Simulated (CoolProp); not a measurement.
Methane along the isobar 751 kPa: density (kg/m³) from the reference equation and from simpler models built on Tc = -82.6 °C, pc = 4599 kPa, ω = 0.011; each cubic takes its own stable root.

Model: reference Helmholtz-energy equation of state, Setzmann 1991, in CoolProp.

| T (°C) | phase | reference |
|---|---|---|
| -139.15 | liquid | 387.8 |
| -120.05 | gas | 10.69 |
| -110.55 | gas | 9.834 |
| -100.95 | gas | 9.127 |
| -91.45 | gas | 8.537 |
| -81.85 | gas | 8.024 |
| -72.35 | gas | 7.581 |

**Question.** How far does each simpler model (Redlich-Kwong, Soave-Redlich-Kwong, Peng-Robinson) lie from the reference over these 7 states: mean and median of the absolute difference, and the worst?

**Answer.** 
- Redlich-Kwong: mean 0.2 %, median 0.1 %, worst -0.8 % at -139.15 °C and 751 kPa
- Soave-Redlich-Kwong: mean 0.4 %, median 0.1 %, worst -1.9 % at -139.15 °C and 751 kPa
- Peng-Robinson: mean 2.2 %, median 0.8 %, worst +11.0 % at -139.15 °C and 751 kPa
